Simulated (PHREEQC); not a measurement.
1 kg of water holding 0.0088 mol MgCl2 and 0.22 mol KCl is evaporated at 40 °C; the solids stay in contact with the brine. The system is closed to CO2. Solids allowed: Bischofite, Brucite, Carnallite, Sylvite, MgCl2_4H2O. Others were left out.

Computed with PHREEQC (Pitzer model, pitzer.dat).

| water left (kg) | ionic strength | water activity | Sylvite (mol) | Mg in solution (mol/kgw) | Cl in solution (mol/kgw) | K in solution (mol/kgw) |
|---|---|---|---|---|---|---|
| 1 | 0.246 | 0.992 | 0 | 0.00880 | 0.238 | 0.220 |
| 0.8219 | 0.300 | 0.991 | 0 | 0.0107 | 0.289 | 0.268 |
| 0.6755 | 0.365 | 0.989 | 0 | 0.0130 | 0.352 | 0.326 |
| 0.4563 | 0.540 | 0.984 | 0 | 0.0193 | 0.521 | 0.482 |
| 0.375 | 0.657 | 0.980 | 0 | 0.0235 | 0.634 | 0.587 |
| 0.3082 | 0.799 | 0.976 | 0 | 0.0285 | 0.771 | 0.714 |
| 0.2533 | 0.973 | 0.971 | 0 | 0.0347 | 0.938 | 0.868 |
| 0.2082 | 1.18 | 0.964 | 0 | 0.0423 | 1.14 | 1.06 |
| 0.1711 | 1.44 | 0.956 | 0 | 0.0514 | 1.39 | 1.29 |
| 0.1156 | 2.13 | 0.935 | 0 | 0.0761 | 2.06 | 1.90 |
| 0.09502 | 2.59 | 0.920 | 0 | 0.0926 | 2.50 | 2.32 |
| 0.07809 | 3.16 | 0.902 | 0 | 0.113 | 3.04 | 2.82 |
| 0.06418 | 3.84 | 0.879 | 0 | 0.137 | 3.70 | 3.43 |
| 0.05275 | 4.67 | 0.852 | 0 | 0.167 | 4.50 | 4.17 |
| 0.04335 | 5.68 | 0.817 | 0 | 0.203 | 5.48 | 5.07 |
| 0.0293 | 5.84 | 0.815 | 0.0754 | 0.300 | 5.53 | 4.93 |
| 0.02407 | 5.93 | 0.814 | 0.104 | 0.366 | 5.57 | 4.84 |
| 0.01979 | 6.05 | 0.812 | 0.127 | 0.445 | 5.61 | 4.72 |
| 0.01627 | 6.19 | 0.810 | 0.146 | 0.541 | 5.65 | 4.57 |
| 0.01337 | 6.37 | 0.806 | 0.161 | 0.658 | 5.71 | 4.40 |
| 0.01099 | 6.59 | 0.802 | 0.174 | 0.800 | 5.79 | 4.18 |
| 0.007426 | 7.18 | 0.788 | 0.193 | 1.18 | 6.00 | 3.63 |
| 0.006093 | 7.60 | 0.777 | 0.200 | 1.44 | 6.16 | 3.27 |
| 0.005012 | 8.13 | 0.760 | 0.206 | 1.76 | 6.37 | 2.86 |

Sylvite from water left = 0.03564 kg.

At this temperature some constants are extrapolated from 25 °C, and those without enthalpy data are left unchanged.
